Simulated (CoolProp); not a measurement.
Vapour-liquid equilibrium of toluene (1) + n-decane (2) at 123.95 °C; x and y are mole fractions of (1).

The numbers come from the multi-fluid Helmholtz-energy mixture model, Lemmon 2006 and Lemmon 2006; pair parameters Bell 2016 in CoolProp.

Task: Give the bubble pressure and the first vapour's composition at x = 0.05, 0.275, 0.8. Is there an azeotrope?

Result: x = 0.05: 29.37 kPa, y = 0.248; x = 0.275: 59.48 kPa, y = 0.711; x = 0.8: 122.7 kPa, y = 0.954. No azeotrope shows between x = 0.05 and 0.95.

The pair parameters rest on a limited set of measurements; away from them the model extrapolates.
